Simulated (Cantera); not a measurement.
A closed system holds: 1 mol CCl4, 0.21 mol F2, held at 2398 K and 0.00310 bar.

These are equilibrium values from Cantera (NASA tables, ideal gas, pure condensed phases), not measurements of a reactor. Candidate condensed phases: C; 27 gas species. Equilibrium is a limit: real reactors are often held back by kinetics, nucleation or transport.

Q: What is the equilibrium state?

A: 
```
Quantity           Result
--------------  ---------
x(Cl)               0.909
x(F)               0.0832
x(CF2)            0.00513
x(CF)             0.00196
x(Cl2)           0.000369
x(ClF)            5.71e-5
x(C3)             3.06e-5
x(C)              1.24e-5
x(CF3)            7.83e-6
n(C(graphite))  0.968 mol
gas amount      4.396 mol
```
